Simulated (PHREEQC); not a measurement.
Consider water at 66 °C with 0.11 mol NH4Cl and 0.0078 mol K2HPO4 per kg of water. Closed to the air; pH follows from the charge balance.

All values are PHREEQC results (ion-association model, wateq4f.dat), not measurements.

```json
[
 {"quantity": "pH", "before": "6.80", "after": "7.14"},
 {"quantity": "ionic strength (mol/kgw)", "before": "0.126", "after": "0.128"},
 {"quantity": "NH4+ (mol/kgw)", "before": "0.106", "after": "0.108"},
 {"quantity": "HPO4-2 (mol/kgw)", "before": "0.00413", "after": "0.00532"},
 {"quantity": "H2PO4- (mol/kgw)", "before": "0.00363", "after": "0.00242"},
 {"quantity": "NH3 (mol/kgw)", "before": "0.00363", "after": "0.00242"}
]
```

Name the change that produced these shifts.
A) diluted 100-fold with water
B) NH4Cl from 0.11 to 0.055 mol/kgw
C) temperature from 66 to 45 °C
D) 0.077 mol/kgw Na2S added

C, temperature from 66 to 45 °C

No solid was allowed to form. H3PO4, which wateq4f.dat lacks, is added to it with the constant of phreeqc.dat. At this temperature some constants are extrapolated from 25 °C, and those without enthalpy data are left unchanged.
